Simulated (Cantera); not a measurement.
Premixed flame

A freely propagating, adiabatic, planar premixed flame of H2 : O2 : N2 = 1 : 0.595 : 2.24 (molar parts), unburnt at 498 K and 1.01 bar; multicomponent transport, grid criteria slope 0.08 and curve 0.16, no radiation.

Model: the H2/O2 subset of GRI-Mech 3.0, which has no nitrogen chemistry, integrated in Cantera. Burning velocities carry a grid error of a few per cent, more on coarse grids.

```json
[
 {"z (mm)": "-1.24", "T (K)": "498", "u (m/s)": "4.41", "x H2": "0.261", "x O2": "0.155", "x HO2": "<1e-8", "x H2O": "<1e-8", "x H": "<1e-8", "x O": "<1e-8"},
 {"z (mm)": "-0.826", "T (K)": "498", "u (m/s)": "4.41", "x H2": "0.261", "x O2": "0.155", "x HO2": "<1e-8", "x H2O": "<1e-8", "x H": "<1e-8", "x O": "<1e-8"},
 {"z (mm)": "-0.619", "T (K)": "498", "u (m/s)": "4.41", "x H2": "0.261", "x O2": "0.155", "x HO2": "<1e-8", "x H2O": "1.06e-8", "x H": "<1e-8", "x O": "<1e-8"},
 {"z (mm)": "-0.413", "T (K)": "498", "u (m/s)": "4.41", "x H2": "0.261", "x O2": "0.155", "x HO2": "3.35e-7", "x H2O": "6.80e-7", "x H": "<1e-8", "x O": "<1e-8"},
 {"z (mm)": "-0.206", "T (K)": "513", "u (m/s)": "4.51", "x H2": "0.254", "x O2": "0.156", "x HO2": "0.000196", "x H2O": "0.000629", "x H": "3.31e-5", "x O": "3.93e-6"},
 {"z (mm)": "-0.103", "T (K)": "752", "u (m/s)": "6.43", "x H2": "0.216", "x O2": "0.151", "x HO2": "0.000256", "x H2O": "0.0218", "x H": "0.00368", "x O": "0.000256"},
 {"z (mm)": "0", "T (K)": "1199", "u (m/s)": "9.90", "x H2": "0.123", "x O2": "0.115", "x HO2": "0.000105", "x H2O": "0.104", "x H": "0.0244", "x O": "0.00465"},
 {"z (mm)": "0.103", "T (K)": "1513", "u (m/s)": "12.3", "x H2": "0.0506", "x O2": "0.0640", "x HO2": "4.94e-5", "x H2O": "0.192", "x H": "0.0387", "x O": "0.0113"},
 {"z (mm)": "0.206", "T (K)": "1670", "u (m/s)": "13.5", "x H2": "0.0329", "x O2": "0.0475", "x HO2": "3.15e-5", "x H2O": "0.220", "x H": "0.0356", "x O": "0.0127"},
 {"z (mm)": "0.413", "T (K)": "1831", "u (m/s)": "14.7", "x H2": "0.0281", "x O2": "0.0414", "x HO2": "2.15e-5", "x H2O": "0.234", "x H": "0.0259", "x O": "0.0111"},
 {"z (mm)": "0.826", "T (K)": "1989", "u (m/s)": "15.8", "x H2": "0.0239", "x O2": "0.0375", "x HO2": "1.42e-5", "x H2O": "0.247", "x H": "0.0162", "x O": "0.00827"},
 {"z (mm)": "1.65", "T (K)": "2126", "u (m/s)": "16.7", "x H2": "0.0181", "x O2": "0.0342", "x HO2": "8.92e-6", "x H2O": "0.260", "x H": "0.00885", "x O": "0.00551"},
 {"z (mm)": "3.30", "T (K)": "2235", "u (m/s)": "17.5", "x H2": "0.0121", "x O2": "0.0316", "x HO2": "5.60e-6", "x H2O": "0.272", "x H": "0.00413", "x O": "0.00327"}
]
```
x: mole fraction of selected species; z is measured from the peak of heat release.

```json
{
  "laminar_burning_velocity": "441 cm/s",
  "thermal_thickness": "0.413 mm",
  "peak x(HO2)": "0.000380",
  "peak x(H)": "0.0389",
  "peak x(O)": "0.0127",
  "grid_points": "116"
}
```
